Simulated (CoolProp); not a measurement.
Values from CoolProp's reference Helmholtz-energy equation of state, Lemmon 2004. It is a short technical equation, of lower accuracy than the large ones.

Q: Give the vapour pressure (MPa), vapour density (kg/m³), liquid cp (kJ/(kg K)), surface tension (mN/m) of saturated n-dodecane at 497.4, 589 K.

A: 
```json
[
 {"T (K)": "497.4", "p (MPa)": "0.122", "vapour density (kg/m³)": "5.48", "liquid cp (kJ/(kg K))": "3.00", "surface tension (mN/m)": "9.27"},
 {"T (K)": "589", "p (MPa)": "0.682", "vapour density (kg/m³)": "33.1", "liquid cp (kJ/(kg K))": "3.46", "surface tension (mN/m)": "3.44"}
]
```

Surface tension comes from a separate correlation (Mulero 2012).
